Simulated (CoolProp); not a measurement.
R152A at 462.26 K and 0.157 MPa is throttled through a valve to 0.0273 MPa with no heat exchange. Each further row changes one setting.

Values from CoolProp's reference Helmholtz-energy equation of state, Outcalt 1996. It is a modified Benedict-Webb-Rubin equation, recast in Helmholtz form.

```
case                         temperature change (K)  final density (kg/m³)
---------------------------  ----------------------  ---------------------
as stated                                         …                      …
outlet pressure 0.00819 MPa                       …                  0.141
outlet pressure 0.0355 MPa                        …                      …
```

### Question
What belongs in the gaps?

### Answer

- as stated, temperature change (K): -0.9
- as stated, final density (kg/m³): 0.471
- outlet pressure 0.00819 MPa, temperature change (K): -1.0
- outlet pressure 0.0355 MPa, temperature change (K): -0.8
- outlet pressure 0.0355 MPa, final density (kg/m³): 0.612
